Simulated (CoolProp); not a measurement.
Vapour-liquid equilibrium of propane (1) + isopentane (2) at 0.204 MPa; x and y are mole fractions of (1).

Computed with CoolProp (multi-fluid Helmholtz-energy mixture model, Lemmon 2009 and Lemmon 2006; pair parameters Kunz 2012).

| x | bubble temperature (°C) | y at the bubble point | dew temperature at overall composition x (°C) | liquid density (mol/L) |
|---|---|---|---|---|
| 0.05 | 37.6 | 0.329 | 48.1 | 8.426 |
| 0.125 | 23.7 | 0.603 | 45.5 | 8.783 |
| 0.2 | 13.8 | 0.743 | 42.8 | 9.112 |
| 0.275 | 6.4 | 0.822 | 39.8 | 9.433 |
| 0.35 | 0.6 | 0.871 | 36.7 | 9.755 |
| 0.425 | -4.0 | 0.905 | 33.3 | 10.08 |
| 0.5 | -7.9 | 0.929 | 29.5 | 10.42 |
| 0.575 | -11.3 | 0.947 | 25.4 | 10.77 |
| 0.65 | -14.2 | 0.961 | 20.7 | 11.12 |
| 0.725 | -16.9 | 0.972 | 15.2 | 11.48 |
| 0.8 | -19.3 | 0.981 | 8.6 | 11.84 |
| 0.875 | -21.5 | 0.989 | 0.2 | 12.18 |
| 0.95 | -23.6 | 0.996 | -12.0 | 12.51 |

No azeotrope shows between x = 0.05 and 0.95.

Pair parameters are fitted to limited data, so mixtures are less certain than the pure fluids.
